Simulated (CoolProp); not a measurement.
The fluid at 298.15 K and 0.655 MPa is compressed adiabatically to 1.64 MPa with isentropic efficiency 0.75. The same conditions are run with several fluids, on thermodynamics alone (safety and materials aside).

Model: reference Helmholtz-energy equation of state of each fluid (R125: Lemmon 2005; carbon monoxide: Lemmon 2006; oxygen: Schmidt 1985; R1132(E): Akasaka 2024; methane: Setzmann 1991), in CoolProp.

Task: Rank R125, carbon monoxide, oxygen, R1132(E), methane by work (kJ/kg), highest first.

Result: methane (208), carbon monoxide (124), oxygen (108), R1132(E) (45.6), R125 (22.6)

```json
[
 {"fluid": "R125", "final temperature (K)": "335.5", "final density (kg/m³)": "86.7"},
 {"fluid": "carbon monoxide", "final temperature (K)": "417.0", "final density (kg/m³)": "13.2"},
 {"fluid": "oxygen", "final temperature (K)": "414.6", "final density (kg/m³)": "15.2"},
 {"fluid": "R1132(E)", "final temperature (K)": "352.4", "final density (kg/m³)": "40.5"},
 {"fluid": "methane", "final temperature (K)": "388.2", "final density (kg/m³)": "8.22"}
]
```

Above 300 K oxygen's equation is extrapolated.
